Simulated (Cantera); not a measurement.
An adiabatic, constant-volume homogeneous reactor starts with CO : H2 : O2 : N2 = 1 : 0.086 : 0.236 : 0.685 (molar parts), at 1500 K and 4.93 atm. Integrator tolerance rtol = 1e-08.

Computed with Cantera and GRI-Mech 3.0 (53 species, 325 reactions). The hydrogen kinetics of GRI-Mech 3.0 are dated; newer H2 mechanisms differ, most at raised pressure. Above 3000 K some thermodynamic fits are extrapolated.

**Question.** What does this change do: initial temperature 1500 to 1275 K?

**Answer.** 
| quantity | before | after |
|---|---|---|
| time of steepest temperature rise | 5.90 µs | 15.9 µs |
| temperature at 0.200 s | 3153 K | 3087 K |
| equilibrium temperature | 3153 K | 3087 K |
| x(CO) at 0.200 s | 0.363 (gas-phase equilibrium 0.363) | 0.355 (gas-phase equilibrium 0.355) |
| x(H2) at 0.200 s | 0.00776 (gas-phase equilibrium 0.00776) | 0.00778 (gas-phase equilibrium 0.00778) |
| x(O2) at 0.200 s | 0.00889 (gas-phase equilibrium 0.00889) | 0.00593 (gas-phase equilibrium 0.00593) |
| x(HO2) at 0.200 s | 5.01e-6 (gas-phase equilibrium 5.01e-6) | 3.54e-6 (gas-phase equilibrium 3.54e-6) |
| x(NO2) at 0.200 s | 2.68e-6 (gas-phase equilibrium 2.68e-6) | 1.86e-6 (gas-phase equilibrium 1.86e-6) |
| x(CO2) at 0.200 s | 0.186 (gas-phase equilibrium 0.186) | 0.199 (gas-phase equilibrium 0.199) |

**Question.** What does this change do: H2 0.086 to 0.036 parts?

**Answer.** 
```
quantity                                                            before                                    after
---------------------------------  ---------------------------------------  ---------------------------------------
time of steepest temperature rise                                  5.90 µs                                  9.39 µs
temperature at 0.200 s                                              3153 K                                   3169 K
equilibrium temperature                                             3153 K                                   3169 K
x(CO) at 0.200 s                       0.363 (gas-phase equilibrium 0.363)      0.358 (gas-phase equilibrium 0.358)
x(H2) at 0.200 s                   0.00776 (gas-phase equilibrium 0.00776)  0.00267 (gas-phase equilibrium 0.00267)
x(O2) at 0.200 s                   0.00889 (gas-phase equilibrium 0.00889)    0.0123 (gas-phase equilibrium 0.0123)
x(HO2) at 0.200 s                  5.01e-6 (gas-phase equilibrium 5.01e-6)  4.07e-6 (gas-phase equilibrium 4.07e-6)
x(NO2) at 0.200 s                  2.68e-6 (gas-phase equilibrium 2.68e-6)  3.78e-6 (gas-phase equilibrium 3.78e-6)
x(CO2) at 0.200 s                      0.186 (gas-phase equilibrium 0.186)      0.206 (gas-phase equilibrium 0.206)
```
